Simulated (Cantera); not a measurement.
Input (Python, Cantera):

```python
import numpy as np
import cantera as ct

gas = ct.Solution("h2o2.yaml")
gas.TPX = 1250, 510, {'H2': 0.072, 'O2': 1}
inlet = ct.Reservoir(gas, clone=True)

reactor = ct.IdealGasConstPressureReactor(gas, energy="off", clone=False)
exhaust = ct.Reservoir(gas, clone=True)
tau = [4.1, 1.9, 0.87, 0.4, 0.19, 0.086, 0.04, 0.018, 0.0085, 0.0039, 0.0018][0]
for a, b in ((inlet, reactor), (reactor, exhaust)):
    ct.MassFlowController(a, b, mdot=lambda t: reactor.mass / tau)
net = ct.ReactorNet([reactor])
show = ['H2', 'O2', 'O', 'H2O2', 'HO2', 'OH', 'H2O']

rows = []
print(f"{'tau/s':>10s}{'T/K':>9s}" + "".join(f"{s:>11s}" for s in show))
for tau in [4.1, 1.9, 0.87, 0.4, 0.19, 0.086, 0.04, 0.018, 0.0085, 0.0039, 0.0018]:
    net.initial_time = 0.0
    net.advance(30 * tau)
    before = gas.X
    net.advance(40 * tau)
    drift = np.max(np.abs(gas.X - before) / (gas.X + 1e-9))
    rows.append([gas.T, *gas[show].X, drift])
    print(f"{tau:10.3e}{gas.T:9.1f}" + "".join(f"{x:11.3e}" for x in gas[show].X))
```

Result:

```
     tau/s      T/K         H2         O2          O       H2O2        HO2         OH        H2O
 4.100e+00   1250.0  2.347e-04  9.242e-01  5.285e-03  3.335e-08  7.582e-07  1.942e-03  6.777e-02
 1.900e+00   1250.0  3.708e-04  9.207e-01  8.425e-03  3.757e-08  9.278e-07  2.446e-03  6.696e-02
 8.700e-01   1250.0  5.739e-04  9.155e-01  1.309e-02  4.094e-08  1.093e-06  3.039e-03  6.572e-02
 4.000e-01   1250.0  8.514e-04  9.085e-01  1.923e-02  4.308e-08  1.233e-06  3.669e-03  6.397e-02
 1.900e-01   1250.0  1.188e-03  9.009e-01  2.586e-02  4.423e-08  1.332e-06  4.252e-03  6.190e-02
 8.600e-02   1250.0  1.636e-03  8.934e-01  3.217e-02  4.540e-08  1.401e-06  4.799e-03  5.956e-02
 4.000e-02   1250.0  2.255e-03  8.885e-01  3.608e-02  4.787e-08  1.446e-06  5.280e-03  5.739e-02
 1.800e-02   1250.0  3.377e-03  8.864e-01  3.729e-02  5.353e-08  1.484e-06  5.841e-03  5.498e-02
 8.500e-03   1250.0  5.383e-03  8.870e-01  3.588e-02  6.306e-08  1.515e-06  6.519e-03  5.197e-02
 3.900e-03   1250.0  9.372e-03  8.901e-01  3.205e-02  7.723e-08  1.527e-06  7.346e-03  4.723e-02
 1.800e-03   1250.0  1.682e-02  8.962e-01  2.606e-02  9.078e-08  1.484e-06  7.960e-03  3.978e-02
```

Cantera simulation using the H2/O2 subset of GRI-Mech 3.0, which has no nitrogen chemistry; the numbers are that mechanism's predictions, not measurements. Radical loss at walls, strong at low pressure, is not modelled. The temperature is held fixed by assumption; the heat of reaction is taken as removed at once.
